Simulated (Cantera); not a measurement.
Mixture: 12.3 % CH4, 3.80 % CO, 17.7 % O2, 66.3 % N2, equivalence ratio 1.5, at 200000 Pa, adiabatic and at constant pressure. Ignition delay is the time to a rise of 400 K.

Model: GRI-Mech 3.0 (53 species, 325 reactions), integrated in Cantera.

### Question
Predict: delay at 1023 K; delay at 1123 K; delay at 1223 K; delay at 1323 K; delay at 1423 K; apparent activation energy between 1373 and 1473 K.

### Answer
| Quantity | Result |
|---|---|
| delay at 1023 K | 0.775 s |
| delay at 1123 K | 0.137 s |
| delay at 1223 K | 29.6 ms |
| delay at 1323 K | 7.45 ms |
| delay at 1423 K | 2.14 ms |
| apparent activation energy between 1373 and 1473 K | 200 kJ/mol |
